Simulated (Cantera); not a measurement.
An isothermal, constant-pressure homogeneous reactor starts with C2H6 : N2 = 1 : 2 (molar parts), at 1350 K and 1.70 bar. Integrator tolerance rtol = 1e-08.

Detailed kinetics in Cantera: GRI-Mech 3.0 (53 species, 325 reactions). GRI-Mech 3.0 stops at C3 and has no aromatics, soot or wall deposition, so with more carbon than oxygen in the feed, carbon stays in small species such as C2H2 where larger ones or solid carbon would form.

Q: What does this change do: pressure from 1.70 bar to 1.01 bar?

A: 
```
quantity                                             before                                      after
----------------  -----------------------------------------  -----------------------------------------
x(C2H6) at 300 s  0.000384 (gas-phase equilibrium 0.000327)  0.000230 (gas-phase equilibrium 0.000193)
x(H) at 300 s       7.46e-7 (gas-phase equilibrium 7.77e-7)    1.07e-6 (gas-phase equilibrium 1.10e-6)
x(CH4) at 300 s         0.190 (gas-phase equilibrium 0.182)        0.162 (gas-phase equilibrium 0.153)
x(C2H4) at 300 s      0.0447 (gas-phase equilibrium 0.0350)      0.0369 (gas-phase equilibrium 0.0288)
x(CH2) at 300 s   5.17e-11 (gas-phase equilibrium 4.58e-11)  6.08e-11 (gas-phase equilibrium 5.38e-11)
```
